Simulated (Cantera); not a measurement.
# Fe₃O₄ + CO + H₂ (carbothermic reduction)

Feed: 1 mol Fe₃O₄, a varied amount of CO, 9.8 mol H₂, at 0.133 bar.

Equilibrium computed with Cantera from the NASA thermochemical tables; the gas is ideal and each condensed phase is pure. Candidate condensed phases: C, C₆H₆, C₇H₈, C₈H₁₈, Fe, Fe(CO)₅, FeO, Fe(OH)₂, Fe(OH)₃, Fe₂O₃, Fe₃O₄, H₂O; 114 gas species. Each liquid is taken as pure. Mutual solubility and eutectic melting of coexisting phases are not modelled. The tables' stoichiometric FeO is somewhat more stable than real wüstite, so its field is too wide. FeO: taken at fixed stoichiometry. Kinetics and transport are ignored.

Stable condensed phases:

```
T in K \ n(CO) in mol
         0.83  1.2  1.6  1.9  2.3  2.7    3  3.4  3.8  4.1
   2548     A    A    A    A    A    A    A    A    A    A
   2523     B    A    A    A    A    A    A    A    A    A
   2498     B    B    B    B    B    A    A    A    A    A
   2473     B    B    B    B    B    B    B    B    B    B
   2448     C    C    C    C    C    B    B    B    B    B
   2423     C    C    C    C    C    C    C    C    C    C
   2398     C    C    C    C    C    C    C    C    C    C
   2373     C    C    C    C    C    C    C    C    C    C
   2348     C    C    C    C    C    C    C    C    C    C
   2323     C    C    C    C    C    C    C    C    C    C
   2298     C    C    C    C    C    C    C    C    C    C
   2273     C    C    C    C    C    C    C    C    C    C
   2248     C    C    C    C    C    C    C    C    C    C
```

A: gas only; B: FeO; C: Fe + FeO.
